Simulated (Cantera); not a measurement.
Feed: 1 mol Fe₂O₃, 4.9 mol CO, 3.6 mol H₂, at 0.518 Torr.

These are equilibrium values from Cantera (NASA tables, ideal gas, pure condensed phases), not measurements of a reactor. Candidate condensed phases: C, C₆H₆, C₇H₈, C₈H₁₈, Fe, Fe(CO)₅, FeO, Fe(OH)₂, Fe(OH)₃, Fe₂O₃, Fe₃O₄, H₂O; 114 gas species. The tables' stoichiometric FeO is somewhat more stable than real wüstite, so its field is too wide. FeO: taken at fixed stoichiometry. Kinetics and transport are ignored.

Problem. Which condensed phases are stable at each of these points (T (K)): 1950, 1975, 2000, 2025, 2050, 2075, 2100, 2125, 2150, 2175?

Solution. 
| T (K) | condensed phases | Fe condensed (%) |
|---|---|---|
| 1950 | FeO(l) | 22.0 |
| 1975 | FeO(l) | 8.6 |
| 2000 | gas only | 0.0 |
| 2025 | gas only | 0.0 |
| 2050 | gas only | 0.0 |
| 2075 | gas only | 0.0 |
| 2100 | gas only | 0.0 |
| 2125 | gas only | 0.0 |
| 2150 | gas only | 0.0 |
| 2175 | gas only | 0.0 |

From 1950 K to 1975 K the condensed part is FeO(l). From 2000 K to 2175 K nothing is condensed.
